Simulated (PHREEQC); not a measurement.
**Arsenic or selenium liquor (model solution)**

Dissolve 1.1 mmol/kgw H2SeO4, 150 mmol/kgw NaHCO3 and 2 mmol/kgw NaCl at 85 °C. Closed to the air; pH follows from the charge balance.

All values are PHREEQC results (ion-association model, wateq4f.dat), not measurements.

Each row changes one thing in this solution. No solid was allowed to form.

```json
[
 {"case": "as made", "pH": "7.40", "ionic strength (mol/kgw)": "0.142", "Na+ (mol/kgw)": "0.141", "HCO3- (mol/kgw)": "0.130", "CO2 (mol/kgw)": "0.00855", "NaCO3- (mol/kgw)": "0.00575", "SI of Nahcolite (NaHCO3)": "-1.91", "SI of Halite (NaCl)": "-5.53"},
 {"case": "NaHCO3 from 0.15 to 0.165 mol/kgw", "pH": "7.38", "ionic strength (mol/kgw)": "?", "Na+ (mol/kgw)": "0.154", "HCO3- (mol/kgw)": "0.142", "CO2 (mol/kgw)": "0.00950", "NaCO3- (mol/kgw)": "0.00665", "SI of Nahcolite (NaHCO3)": "-1.84", "SI of Halite (NaCl)": "-5.50"},
 {"case": "temperature from 85 to 25 °C", "pH": "7.78", "ionic strength (mol/kgw)": "0.147", "Na+ (mol/kgw)": "0.145", "HCO3- (mol/kgw)": "0.138", "CO2 (mol/kgw)": "0.00386", "NaCO3- (mol/kgw)": "0.000795", "SI of Nahcolite (NaHCO3)": "?", "SI of Halite (NaCl)": "-5.37"},
 {"case": "NaHCO3 from 0.15 to 0.075 mol/kgw", "pH": "7.44", "ionic strength (mol/kgw)": "0.0749", "Na+ (mol/kgw)": "0.0735", "HCO3- (mol/kgw)": "0.0670", "CO2 (mol/kgw)": "0.00430", "NaCO3- (mol/kgw)": "0.00180", "SI of Nahcolite (NaHCO3)": "-2.43", "SI of Halite (NaCl)": "-5.76"},
 {"case": "0.047 mol/kgw CsOH added", "pH": "8.46", "ionic strength (mol/kgw)": "0.163", "Na+ (mol/kgw)": "0.109", "HCO3- (mol/kgw)": "0.101", "CO2 (mol/kgw)": "0.000566", "NaCO3- (mol/kgw)": "0.0398", "SI of Nahcolite (NaHCO3)": "?", "SI of Halite (NaCl)": "-5.65"}
]
```

Question: What belongs in the gaps?

Answer: 
- NaHCO3 from 0.15 to 0.165 mol/kgw, ionic strength (mol/kgw): 0.156
- temperature from 85 to 25 °C, SI of Nahcolite (NaHCO3): -1.39
- 0.047 mol/kgw CsOH added, SI of Nahcolite (NaHCO3): -2.14

Species that the database lacks are ignored. Away from 25 °C the constants follow the database's enthalpies or fits; those with neither stay at their 25 °C values.
